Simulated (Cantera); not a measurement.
Charge: 1 mol SiCl₄, 6.2 mol H₂, at 500 K and 1.00 bar.

These are equilibrium values from Cantera (NASA tables, ideal gas, pure condensed phases), not measurements of a reactor. Candidate condensed phases: Si; 19 gas species. The numbers say what is thermodynamically allowed, not how fast it happens.

Base state: H₂ 0.861, SiCl₄ 0.138, HCl 0.000436, SiHCl₃ 0.000436 (mole fractions); condensed: gas only.

Q: What changes in the equilibrium state with this change: temperature from 500 K to 875 K?

A: 
```csv
species,before,after
H₂,0.861,0.846
SiCl₄,0.138,0.124
HCl,0.000436,0.0153
SiHCl₃,0.000436,0.0149
SiCl₃,<1e-9,4.49e-5
SiH₂Cl₂,4.71e-8,0.000165
```
The tables' values for SiCl₃ are old estimates; treat these amounts as uncertain.
